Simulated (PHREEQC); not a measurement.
A PHREEQC speciation (ion-association model, wateq4f.dat) at 25 °C gives pH 5.99 and these molalities:

```csv
species,mol/kgw
SO4-2,0.0760
Ni+2,0.0750
NiSO4,0.0747
MgSO4,0.00170
Mg+2,0.00130
Ni(SO4)2-2,0.000282
NiOH+,3.98e-6
HSO4-,2.69e-6
H+,1.31e-6
```

Task: What are the element totals, and what could have been dissolved in 1 kg of water to give them?

Result: This is not unique; one that fits is totals Mg 0.00300, Ni 0.150, S(6) 0.153 mol/kgw, from 0.15 mol/kgw NiSO4 and 0.003 mol/kgw MgSO4.

No solid was allowed to form.
